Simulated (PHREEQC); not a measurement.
Brine

A solution holds 0.29 mol/kgw KCl and 0.00035 mol/kgw H3BO3, at 25 °C. Closed to the air; pH follows from the charge balance.

Computed with PHREEQC (ion-association model, wateq4f.dat).

```
Item                      Result
-----------------  -------------
pH                          6.28
ionic strength     0.290 mol/kgw
activity of water          0.990
```

| species | molality | activity | log γ |
|---|---|---|---|
| Cl- | 0.290 | 0.198 | -0.165 |
| K+ | 0.290 | 0.198 | -0.165 |
| H3BO3 | 0.000349 | 0.000374 | 0.029 |
| H+ | 6.66e-7 | 5.22e-7 | -0.106 |
| H2BO3- | 6.38e-7 | 4.12e-7 | -0.190 |
| OH- | 2.81e-8 | 1.90e-8 | -0.170 |

This is a speciation only: nothing precipitates in the calculation.
